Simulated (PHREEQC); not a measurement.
Consider water at 20 °C with 0.0028 mol/kgw H3PO4, 0.00022 mol/kgw HF and 0.03 mol/kgw ZnSO4. Closed to the air; pH follows from the charge balance.

Equilibrium calculation in PHREEQC: ion-association model, wateq4f.dat.

The pH comes out as 2.87, the ionic strength is 0.0709 mol/kgw and the total alkalinity is -3.02 meq/kg.

| species | molality | activity | log γ |
|---|---|---|---|
| Zn+2 | 0.0176 | 0.00778 | -0.354 |
| SO4-2 | 0.0152 | 0.00636 | -0.378 |
| ZnSO4 | 0.0110 | 0.0112 | 0.007 |
| H2PO4- | 0.00244 | 0.00197 | -0.092 |
| H+ | 0.00160 | 0.00135 | -0.075 |
| Zn(SO4)2-2 | 0.00145 | 0.000600 | -0.382 |
| HSO4- | 0.000934 | 0.000748 | -0.097 |
| H3PO4 | 0.000362 | 0.000368 | 0.007 |

Precipitation was switched off in this run. Species that the database lacks are ignored. H3PO4, which wateq4f.dat lacks, is added to it with the constant of phreeqc.dat. The database has no phosphate complexes of Zn.
